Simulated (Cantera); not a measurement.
C₃H₈ + H₂O + H₂ (carbon deposition, reforming and gasification)

Input: 1 mol C₃H₈, 1.9 mol H₂O, 0.39 mol H₂, held at 802 °C and 101000 Pa.

Method: chemical equilibrium by Gibbs-energy minimisation in Cantera with the NASA 1993 tables (ideal gas, pure condensed phases). Candidate condensed phases: C, C₆H₆, C₇H₈, C₈H₁₈, H₂O; 110 gas species. Equilibrium is a limit: real reactors are often held back by kinetics, nucleation or transport.

The x(H₂) comes out as 0.737 and the x(CO) is 0.212. The x(CH₄) is 0.0249 and the x(H₂O) comes out as 0.0200. The x(CO₂) comes out as 0.00616. The n(C(graphite)) is 1.11 mol and the gas amount comes out as 7.793 mol.
